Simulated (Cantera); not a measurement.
Input: 1 mol SiH₂Cl₂, 0.11 mol N₂O, 120 mol N₂, 0.53 mol H₂O, at 41.0 Pa.

Cantera equilibrium calculation (NASA polynomials, part measured and part estimated; ideal gas, pure solids and liquids). Candidate condensed phases: H₂O, NH₄Cl, Si, SiO₂, Si₂N₂O, Si₃N₄; 47 gas species. The tables' values for SiCl are old estimates; treat these amounts as uncertain. Equilibrium is a limit: real reactors are often held back by kinetics, nucleation or transport. All values below are at 1900 K.

Base state: N₂ 0.970, HCl 0.00938, H₂ 0.00613, SiO 0.00517, Cl 0.00355, H 0.00307, SiCl₂ 0.00153, Si 0.00121 (mole fractions); condensed: gas only.

Q: What changes in the equilibrium state with this change: N₂ from 120 to 59 mol?

A: 
```
species    before     after
-------  --------  --------
N₂          0.970     0.943
HCl       0.00938    0.0189
H₂        0.00613    0.0127
SiO       0.00517    0.0102
SiCl₂     0.00153   0.00389
SiCl     0.000145  0.000263
H         0.00307   0.00442
Cl        0.00355   0.00495
```
The tables' values for SiCl, SiN are old estimates; treat these amounts as uncertain.

Q: What changes in the equilibrium state with this change: N₂ from 120 to 13 mol?

A: 
```json
[
 {"species": "N₂", "before": "0.970", "after": "0.796"},
 {"species": "HCl", "before": "0.00938", "after": "0.0731"},
 {"species": "H₂", "before": "0.00613", "after": "0.0519"},
 {"species": "SiCl₂", "before": "0.00153", "after": "0.0190"},
 {"species": "SiO", "before": "0.00517", "after": "0.0389"},
 {"species": "SiCl₃", "before": "1.24e-6", "after": "4.12e-5"},
 {"species": "SiCl", "before": "0.000145", "after": "0.000673"}
]
```
The tables' values for SiCl, SiCl₃, SiN are old estimates; treat these amounts as uncertain.
